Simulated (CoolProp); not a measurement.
A Linde-Hampson liquefier for CF4 (R14): isothermal reversible compression at 320 K from 1 atm to 20 MPa, throttling to 1 atm, return gas leaving the recuperator 0 K below the feed. Each further row changes one setting.

Model: reference Helmholtz-energy equation of state, Platzer 1990, in CoolProp. This equation is an older, rougher fit; its heat capacities, sound speeds and derivatives of the liquid may be far off and weren't checked against measurements.

| case | liquid yield per pass | compression work (kJ/kg of gas) |
|---|---|---|
| as stated | 0.226 | 148 |
| high pressure 40 MPa | 0.253 | 169 |
| warm-end temperature 350 K | 0.172 | 166 |
| warm-end gap 5 K | 0.214 | 148 |
